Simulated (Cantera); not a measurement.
Input: 1 mol PbCl2, 2.1 mol H2, held at 1673.15 K and 100000 Pa.

Cantera equilibrium calculation (NASA polynomials, part measured and part estimated; ideal gas, pure solids and liquids). Candidate condensed phases: Pb, PbCl2; 10 gas species. The tables' values for PbCl4 are old estimates; treat these amounts as uncertain. The numbers say what is thermodynamically allowed, not how fast it happens.

Base state: H2 0.443, HCl 0.279, PbCl 0.166, Pb 0.0563, PbCl2 0.0549, H 7.59e-5, Cl 3.73e-5, PbCl4 3.40e-5 (mole fractions); condensed: gas only.

### Question
What changes in the equilibrium state with this change: temperature from 1673.15 K to 1548 K?

### Answer
```
species      before    after
----------  -------  -------
H2            0.443    0.472
HCl           0.279    0.248
PbCl          0.166    0.162
PbCl2        0.0549   0.0788
Pb           0.0563   0.0384
Cl          3.73e-5  8.87e-6
H           7.59e-5  2.12e-5
Pb(l), mol        0   0.0159
```

### Question
What changes in the equilibrium state with this change: H2 from 2.1 to 0.2 mol?

### Answer
| species | before | after |
|---|---|---|
| PbCl2 | 0.0549 | 0.451 |
| HCl | 0.279 | 0.263 |
| PbCl | 0.166 | 0.249 |
| H2 | 0.443 | 0.0132 |
| Pb | 0.0563 | 0.0154 |
| PbCl4 | 3.40e-5 | 0.00836 |
| Pb2 | 3.24e-5 | 2.43e-6 |
| H | 7.59e-5 | 1.31e-5 |
